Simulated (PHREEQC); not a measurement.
Solution (50 °C): 0.0045 mol NH3 per kg of water. It is in equilibrium with CO2 at log p = -1 (atm). Otherwise closed; pH follows from the charge balance.

The numbers come from PHREEQC with the ion-association model, phreeqc.dat.

The ionic strength comes out as 0.00445 mol/kgw. What activity coefficients do HCO3-, CO3-2, NH4+ get?

HCO3- 0.93, CO3-2 0.75, NH4+ 0.92.

This is a speciation only: nothing precipitates in the calculation. Away from 25 °C the constants follow the database's enthalpies or fits; those with neither stay at their 25 °C values.
